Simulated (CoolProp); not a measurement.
Vapour-liquid equilibrium of toluene (1) + n-decane (2) at 0.307 kPa; x and y are mole fractions of (1).

The numbers come from the multi-fluid Helmholtz-energy mixture model, Lemmon 2006 and Lemmon 2006; pair parameters Bell 2016 in CoolProp.

Q: Give the bubble temperature and the first vapour's composition at x = 0.05, 0.35, 0.75. Is there an azeotrope?

A: x = 0.05: 293.8 K, y = 0.587; x = 0.35: 268.5 K, y = 0.963; x = 0.75: 260.4 K, y = 0.991. No azeotrope shows between x = 0.05 and 0.95.

Pair parameters are fitted to limited data, so mixtures are less certain than the pure fluids.
